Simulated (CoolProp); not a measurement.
Properties of propane along the isobar 62.2 bar (Tc = 369.9 K, pc = 42.51 bar, ω = 0.152).

Model: reference Helmholtz-energy equation of state, Lemmon 2009, in CoolProp.

```tsv
T (K)	phase	cp (kJ/(kg K))	Joule-Thomson coefficient (K/MPa)	isothermal compressibility (1/MPa)	fugacity coefficient
114	liquid	1.945	-0.6108	0.0005320	2.085e-7
148.5	liquid	1.996	[?]	[?]	5.303e-5
183	liquid	[?]	-0.5391	0.001031	0.001354
217.6	liquid	2.166	-0.4734	0.001504	0.01085
252.1	liquid	2.310	-0.3744	0.002301	0.04440
286.7	liquid	2.510	-0.2178	0.003842	0.1205
321.2	liquid	2.802	0.06866	0.007507	0.2473
355.8	liquid	3.379	0.8259	0.02159	0.4171
390.3	supercritical	7.019	6.360	0.3192	[?]
424.9	supercritical	3.496	7.629	0.2731	0.7064
459.4	supercritical	2.986	5.560	0.2169	0.7762
```

**Question.** Complete the blanks.

**Answer.** 
- 148.5, Joule-Thomson coefficient (K/MPa): -0.5825
- 148.5, isothermal compressibility (1/MPa): 0.0007319
- 183, cp (kJ/(kg K)): 2.065
- 390.3, fugacity coefficient: 0.5952

The peak of cp marks the crossing from liquid-like to gas-like fluid above the critical point.
